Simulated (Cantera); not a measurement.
Cantera run:

```python
import numpy as np
import cantera as ct

gas_names = """
    F F2 N NF NF2 NF3 N2 Si SiF SiF2 SiF3 SiF4 SiN Si2 Si2N Si3
""".split()
cond_names = """
    Si(cr) Si(L) Si3N4(a)
""".split()


# ... load() reads the species with a 1 bar reference pressure and builds the phases ...
atoms = {
    'Si': {'Si': 1},
    'NF3': {'N': 1, 'F': 3},
}
top_T = {'Si3N4(a)': 2400}  # K; cautious upper limits of use, not melting points


# ... equilibrate(T, P, feed) seeds the gas with the atoms and calls Mixture.equilibrate('TP', solver="vcs", rtol=1e-11, max_steps=5000) ...
results = []
feed = {'Si': 1, 'NF3': 1.8}  # mol
P = 33000  # Pa
for T in [550, 600, 650, 700, 750, 800, 850, 900, 950, 1000]:
    mix = equilibrate(T, P, feed)
    results.append((T, P, feed, dict(zip(mix.species_names, mix.species_moles))))

top = {s: max(r[3][s] / sum(r[3][g] for g in gas_names) for r in results) for s in gas_names}
cols = sorted((s for s in top if top[s] > 0.0001), key=lambda s: -top[s])[:7]
seen = [c for c in cond_names if any(r[3].get(c, 0) > 1e-12 for r in results)]
print("log10 of partial pressures in bar; condensed amounts in mol")
print(f"{'T/K':>10s}" + "".join(f"{s[:9]:>10s}" for s in cols + seen))
for T, P, feed, n in results:
    ng = sum(n[g] for g in gas_names)
    print(f"{T:10.4g}" + "".join(f"{np.log10(max(n[s] / ng * P / 1e5, 1e-99)):10.3f}" for s in cols)
          + "".join(f"{n.get(c, 0):10.4g}" for c in seen))
```

Result:

```
log10 of partial pressures in bar; condensed amounts in mol
       T/K      SiF4        N2       NF3        F2         F
       550    -0.811    -0.987    -1.142    -3.905    -6.445
       600    -0.811    -0.986    -1.145    -3.211    -5.458
       650    -0.813    -0.985    -1.153    -2.629    -4.623
       700    -0.817    -0.983    -1.179    -2.144    -3.913
       750    -0.827    -0.978    -1.240    -1.752    -3.312
       800    -0.844    -0.969    -1.365    -1.458    -2.809
       850    -0.865    -0.961    -1.578    -1.269    -2.400
       900    -0.885    -0.956    -1.876    -1.173    -2.072
       950    -0.899    -0.956    -2.229    -1.145    -1.807
      1000    -0.910    -0.961    -2.608    -1.159    -1.588
```

Equilibrium computed with Cantera from the NASA thermochemical tables; the gas is ideal and each condensed phase is pure.
